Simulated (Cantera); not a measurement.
Feed: 1 mol SiC, 0.16 mol N₂O, 12 mol H₂, held at 13.0 mbar.

Method: chemical equilibrium by Gibbs-energy minimisation in Cantera with the NASA 1993 tables (ideal gas, pure condensed phases). Candidate condensed phases: C, C₆H₆, C₇H₈, C₈H₁₈, H₂O, Si, SiC, SiO₂, Si₂N₂O, Si₃N₄; 151 gas species. Mutual solubility and eutectic melting of coexisting phases are not modelled. Rates play no part.

### Question
Which condensed phases are stable at each of these points (T (°C)): 800, 875, 950, 1025, 1100, 1175, 1250?

### Answer
```tsv
T (°C)	condensed phases	Si condensed (%)
800	C(graphite) + SiC(s) + Si₂N₂O(s)	100.0
875	C(graphite) + SiC(s) + Si₂N₂O(s)	100.0
950	C(graphite) + SiC(s) + Si₂N₂O(s)	100.0
1025	C(graphite) + SiC(s) + Si₂N₂O(s)	100.0
1100	SiC(s) + Si₂N₂O(s)	100.0
1175	SiC(s) + Si₂N₂O(s)	99.8
1250	SiC(s) + Si₂N₂O(s)	98.6
```

From 800 °C to 1025 °C the condensed part is C(graphite) + SiC(s) + Si₂N₂O(s). From 1100 °C to 1250 °C the condensed part is SiC(s) + Si₂N₂O(s).
